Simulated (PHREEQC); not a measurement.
Make-up at 90 °C: 0.59 mol MgSO4, 0.00013 mol H4SiO4 and 0.4 mol KCl per kg of water. Closed to the air; pH follows from the charge balance.

The numbers come from PHREEQC with the Pitzer model, pitzer.dat.

```
Property                   Result
-------------------  ------------
pH                           6.02
ionic strength       2.76 mol/kgw
activity of water           0.978
density               1.050 g/cm³
osmotic coefficient         0.636
```

| species | molality | activity | log γ |
|---|---|---|---|
| Mg+2 | 0.590 | 0.0407 | -1.161 |
| SO4-2 | 0.590 | 0.0152 | -1.590 |
| Cl- | 0.400 | 0.225 | -0.249 |
| K+ | 0.400 | 0.199 | -0.303 |
| H4SiO4 | 0.000130 | 0.000152 | 0.070 |
| HSO4- | 1.76e-5 | 9.94e-6 | -0.248 |
| MgOH+ | 1.75e-5 | 6.81e-6 | -0.409 |
| H+ | 1.88e-6 | 9.56e-7 | -0.294 |
| OH- | 1.56e-6 | 4.03e-7 | -0.587 |
| H3SiO4- | 4.58e-7 | 1.10e-7 | -0.621 |

No solid was allowed to form. Complexes and solids missing from the database can't appear. In brines, pH and single-ion activities rest on the MacInnes convention. Away from 25 °C the constants follow the database's enthalpies or fits; those with neither stay at their 25 °C values.
